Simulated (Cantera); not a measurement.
Input: 1 mol PbO, 12 mol H2, 2 mol N2, at 1848.15 K and 0.000550 bar.

Cantera equilibrium calculation (NASA polynomials, part measured and part estimated; ideal gas, pure solids and liquids). Candidate condensed phases: H2O, Pb, PbO, PbO2, Pb3O4; 27 gas species. Rates play no part.

Base state: H2 0.717, N2 0.132, Pb 0.0660, H2O 0.0659, H 0.0192, OH 0.000130, PbO 1.50e-5 (mole fractions); condensed: gas only.

Problem. What changes in the equilibrium state with this change: H2 from 12 to 1.2 mol?

Solution. 
```tsv
species	before	after
N2	0.132	0.474
Pb	0.0660	0.234
H2O	0.0659	0.232
H2	0.717	0.0493
H	0.0192	0.00503
O2	1.07e-7	0.000279
PbO	1.50e-5	0.00272
NO	1.42e-6	0.000138
O	2.64e-6	0.000135
```
